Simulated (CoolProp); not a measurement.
Ethanol at 469.39 K and 4.11 MPa flows at 2.6 m/s in a round tube of 2 mm bore and 0.25 µm roughness, fully developed (64/Re and Nu = 3.66 if laminar; Colebrook and Gnielinski if turbulent). Each further row changes one setting.

Computed with CoolProp (reference Helmholtz-energy equation of state, Schroeder 2014).

| case | Reynolds number | Darcy friction factor | pressure drop (Pa/m) | heat-transfer coefficient (W/(m² K)) | mass flow (kg/h) |
|---|---|---|---|---|---|
| as stated | 29700 | 0.0239 | 23100 | ___ | ___ |
| velocity 5.2 m/s | 59500 | 0.0206 | ___ | 18900 | 33.6 |
| diameter 4 mm | 59500 | ___ | ___ | ___ | 67.3 |

**Question.** Some entries are withheld; supply them.

**Answer.** 
- as stated, heat-transfer coefficient (W/(m² K)): 10400
- as stated, mass flow (kg/h): 16.8
- velocity 5.2 m/s, pressure drop (Pa/m): 79600
- diameter 4 mm, Darcy friction factor: 0.0204
- diameter 4 mm, pressure drop (Pa/m): 9840
- diameter 4 mm, heat-transfer coefficient (W/(m² K)): 9360

Viscosity comes from a separate model (Kiselev 2005). Thermal conductivity comes from a separate model (Assael 2013).
